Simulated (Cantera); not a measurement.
A perfectly stirred reactor is fed with CH₃OH : O₂ : N₂ : CH₄ = 0.0068 : 0.023 : 1 : 0.0028 (molar parts), equivalence ratio 0.69, at 3750 Torr; it is held at 1550 K, and followed from long to short residence time.

Model: GRI-Mech 3.0 (53 species, 325 reactions), integrated in Cantera. GRI-Mech 3.0 was tuned for natural gas; its chemistry of methanol as a main component is partial and can be far from experiment.

x: mole fraction; the columns are a selection and need not sum to one.

```csv
τ (s),x CH₃OH,x O₂,x H₂O₂,x HO₂,x OH,x H₂O
8.2,5.62e-8,0.00694,…,4.85e-8,2.64e-5,0.0185
2.1,1.50e-7,0.00695,…,1.14e-7,3.78e-5,0.0185
0.52,3.95e-7,0.00695,…,2.88e-7,5.59e-5,0.0185
0.13,9.92e-7,0.00697,…,7.07e-7,8.33e-5,0.0185
0.033,2.35e-6,0.00703,…,1.61e-6,0.000124,0.0184
0.0083,5.23e-6,0.00720,…,3.32e-6,0.000185,0.0183
0.0021,1.10e-5,0.00758,…,5.98e-6,0.000271,0.0180
0.00053,2.35e-5,0.00842,…,9.98e-6,0.000380,0.0175
0.00013,6.40e-5,0.0101,…,1.88e-5,0.000456,0.0164
```

Problem. What belongs in the gaps?

Solution. 
- 8.2, x H₂O₂: 2.96e-9
- 2.1, x H₂O₂: 5.85e-9
- 0.52, x H₂O₂: 1.21e-8
- 0.13, x H₂O₂: 2.47e-8
- 0.033, x H₂O₂: 4.86e-8
- 0.0083, x H₂O₂: 9.17e-8
- 0.0021, x H₂O₂: 1.61e-7
- 0.00053, x H₂O₂: 2.54e-7
- 0.00013, x H₂O₂: 3.46e-7
